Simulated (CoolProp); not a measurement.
Vapour-liquid equilibrium of R152A (1) + methanol (2) at -10.45 °C; x and y are mole fractions of (1).

Model: multi-fluid Helmholtz-energy mixture model, Outcalt 1996 and de Reuck 1993; pair parameters Bell 2016, in CoolProp.

| x | bubble pressure (kPa) | y at the bubble point | dew pressure at overall composition x (kPa) | liquid density (mol/L) |
|---|---|---|---|---|
| 0.05 | 46.82 | 0.957 | 2.145 | 24.87 |
| 0.125 | 82.48 | 0.976 | 2.328 | 23.86 |
| 0.2 | 98.97 | 0.980 | 2.545 | 22.89 |
| 0.275 | 107.1 | 0.982 | 2.807 | 21.97 |
| 0.35 | 111.8 | 0.983 | 3.129 | 21.10 |
| 0.425 | 115.7 | 0.984 | 3.536 | 20.26 |
| 0.5 | 119.9 | 0.985 | 4.066 | 19.46 |
| 0.575 | 124.9 | 0.986 | 4.782 | 18.70 |
| 0.65 | 131.1 | 0.987 | 5.804 | 17.97 |
| 0.725 | 138.6 | 0.989 | 7.385 | 17.27 |
| 0.8 | 147.5 | 0.992 | 10.15 | 16.59 |
| 0.875 | 157.8 | 0.994 | 16.22 | 15.93 |
| 0.95 | 169.6 | 0.998 | 40.32 | 15.29 |

No azeotrope shows between x = 0.05 and 0.95.

Pair parameters are fitted to limited data, so mixtures are less certain than the pure fluids. With so large a gap from Raoult's law the liquid may split in two, which this calculation doesn't test in full.
